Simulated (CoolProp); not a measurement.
Properties of R1234ze(E) along the isotherm 128.15 °C (Tc = 109.4 °C, pc = 3.635 MPa, ω = 0.313).

Values from CoolProp's reference Helmholtz-energy equation of state, Thol 2016.

```json
[
 {"p (MPa)": "0.0474", "phase": "gas", "Z": "0.9961", "cp (kJ/(kg K))": "1.031"},
 {"p (MPa)": "0.108", "phase": "gas", "Z": "0.9911", "cp (kJ/(kg K))": "1.034"},
 {"p (MPa)": "0.246", "phase": "gas", "Z": "0.9795", "cp (kJ/(kg K))": "1.041"},
 {"p (MPa)": "0.559", "phase": "gas", "Z": "0.9528", "cp (kJ/(kg K))": "1.058"},
 {"p (MPa)": "1.27", "phase": "gas", "Z": "0.8892", "cp (kJ/(kg K))": "1.109"},
 {"p (MPa)": "2.9", "phase": "gas", "Z": "0.7172", "cp (kJ/(kg K))": "1.358"},
 {"p (MPa)": "6.59", "phase": "supercritical", "Z": "(withheld)", "cp (kJ/(kg K))": "(withheld)"},
 {"p (MPa)": "15", "phase": "supercritical", "Z": "0.5587", "cp (kJ/(kg K))": "(withheld)"}
]
```

Q: What belongs in the gaps?

A: 
- 6.59, Z: 0.3158
- 6.59, cp (kJ/(kg K)): 2.181
- 15, cp (kJ/(kg K)): 1.519

The peak of cp marks the crossing from liquid-like to gas-like fluid above the critical point.
